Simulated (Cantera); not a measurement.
# Iron carbonyl, mercury and lead vapours: HgO + H₂ + N₂

A closed system holds: 1 mol HgO, a varied amount of H₂, 32 mol N₂, at 450 °C and 370 Pa.

These are equilibrium values from Cantera (NASA tables, ideal gas, pure condensed phases), not measurements of a reactor. Candidate condensed phases: H₂O, Hg, HgO; 25 gas species. The numbers say what is thermodynamically allowed, not how fast it happens.

```json
[
 {"n(H₂) (mol)": "0.77", "x N₂": "0.944", "x H₂": "<1e-12", "x Hg": "0.0295", "x H₂O": "0.0227", "x O₂": "0.00339", "x NH₃": "<1e-12", "x NO": "6.46e-8"},
 {"n(H₂) (mol)": "0.9", "x N₂": "0.943", "x H₂": "<1e-12", "x Hg": "0.0295", "x H₂O": "0.0265", "x O₂": "0.00147", "x NH₃": "<1e-12", "x NO": "4.25e-8"},
 {"n(H₂) (mol)": "1.1", "x N₂": "0.938", "x H₂": "0.00293", "x Hg": "0.0293", "x H₂O": "0.0293", "x O₂": "<1e-12", "x NH₃": "4.00e-9", "x NO": "<1e-12"},
 {"n(H₂) (mol)": "1.2", "x N₂": "0.936", "x H₂": "0.00585", "x Hg": "0.0292", "x H₂O": "0.0292", "x O₂": "<1e-12", "x NH₃": "1.12e-8", "x NO": "<1e-12"},
 {"n(H₂) (mol)": "1.5", "x N₂": "0.928", "x H₂": "0.0145", "x Hg": "0.0290", "x H₂O": "0.0290", "x O₂": "<1e-12", "x NH₃": "4.36e-8", "x NO": "<1e-12"},
 {"n(H₂) (mol)": "1.7", "x N₂": "0.922", "x H₂": "0.0202", "x Hg": "0.0288", "x H₂O": "0.0288", "x O₂": "<1e-12", "x NH₃": "7.15e-8", "x NO": "<1e-12"},
 {"n(H₂) (mol)": "2", "x N₂": "0.914", "x H₂": "0.0286", "x Hg": "0.0286", "x H₂O": "0.0286", "x O₂": "<1e-12", "x NH₃": "1.20e-7", "x NO": "<1e-12"},
 {"n(H₂) (mol)": "2.3", "x N₂": "0.907", "x H₂": "0.0368", "x Hg": "0.0283", "x H₂O": "0.0283", "x O₂": "<1e-12", "x NH₃": "1.75e-7", "x NO": "<1e-12"},
 {"n(H₂) (mol)": "2.8", "x N₂": "0.894", "x H₂": "0.0503", "x Hg": "0.0279", "x H₂O": "0.0279", "x O₂": "<1e-12", "x NH₃": "2.77e-7", "x NO": "<1e-12"},
 {"n(H₂) (mol)": "3.2", "x N₂": "0.884", "x H₂": "0.0608", "x Hg": "0.0276", "x H₂O": "0.0276", "x O₂": "<1e-12", "x NH₃": "3.66e-7", "x NO": "<1e-12"},
 {"n(H₂) (mol)": "3.8", "x N₂": "0.870", "x H₂": "0.0761", "x Hg": "0.0272", "x H₂O": "0.0272", "x O₂": "<1e-12", "x NH₃": "5.08e-7", "x NO": "<1e-12"},
 {"n(H₂) (mol)": "4.4", "x N₂": "0.856", "x H₂": "0.0909", "x Hg": "0.0267", "x H₂O": "0.0267", "x O₂": "<1e-12", "x NH₃": "6.59e-7", "x NO": "<1e-12"}
]
```
x: gas mole fraction; nothing condenses.

From 0.77 mol H₂ to 4.4 mol H₂ nothing is condensed. The main Hg-bearing gas is Hg throughout.
